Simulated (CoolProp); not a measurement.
Properties of octamethyltrisiloxane (MDM) along the isobar 0.101 MPa.

The numbers come from the reference Helmholtz-energy equation of state, Thol 2017 in CoolProp.

```
T (K)  phase           Z  cv (kJ/(kg K))  Joule-Thomson coefficient (K/MPa)
-----  -----  ----------  --------------  ---------------------------------
443      gas      0.9371      (withheld)                         (withheld)
451.8    gas      0.9419           1.789                              20.08
460.6    gas      0.9462           1.810                              18.63
469.4    gas      0.9502           1.831                              17.34
478.2    gas      0.9537           1.852                              16.16
487      gas      0.9570           1.873                              15.11
495.8    gas      0.9599           1.893                              14.15
504.6    gas      0.9626           1.912                              13.27
513.4    gas  (withheld)      (withheld)                              12.48
522.2    gas      0.9674           1.951                              11.75
531      gas      0.9694           1.970                              11.08
539.8    gas      0.9714           1.989                              10.47
548.6    gas      0.9731           2.007                         (withheld)
557.4    gas  (withheld)           2.025                              9.390
566.2    gas      0.9763           2.043                              8.911
575      gas      0.9777           2.060                              8.468
```

Q: What belongs in the gaps?

A: 
- 443, cv (kJ/(kg K)): 1.767
- 443, Joule-Thomson coefficient (K/MPa): 21.69
- 513.4, Z: 0.9651
- 513.4, cv (kJ/(kg K)): 1.932
- 548.6, Joule-Thomson coefficient (K/MPa): 9.909
- 557.4, Z: 0.9748
